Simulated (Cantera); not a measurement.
Feed: 1 mol CuO, 12 mol H2, 8.2 mol H2O, held at 0.133 bar.

Equilibrium computed with Cantera from the NASA thermochemical tables; the gas is ideal and each condensed phase is pure. Candidate condensed phases: Cu, CuO, Cu(OH)2, Cu2O, H2O; 12 gas species. Rates play no part.

**Question.** Which condensed phases are stable at each of these points (T (K)): 948, 1048, 1148, 1248, 1348, 1448, 1548, 1648, 1748, 1848?

**Answer.** 
```
T (K)  condensed phases  Cu condensed (%)
-----  ----------------  ----------------
948               Cu(s)             100.0
1048              Cu(s)             100.0
1148              Cu(s)             100.0
1248              Cu(s)             100.0
1348              Cu(s)             100.0
1448              Cu(l)              99.9
1548              Cu(l)              99.7
1648              Cu(l)              98.8
1748              Cu(l)              95.6
1848              Cu(l)              85.7
```

From 948 K to 1348 K the condensed part is Cu(s). From 1448 K to 1848 K the condensed part is Cu(l).
